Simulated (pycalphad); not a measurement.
Computed with pycalphad from the COST 507 light-alloy database (1999), at 1 atm. These are 1990s assessments: newer ones move some temperatures and phases. Amounts are mole fractions of atoms.

Give the equilibrium state of Sn-10.47Si (at.%) at 502 °C.

liquid, fraction 0.896, with 0.02 Si at.%; diamond (Si), fraction 0.104, with >99.99 Si at.%.
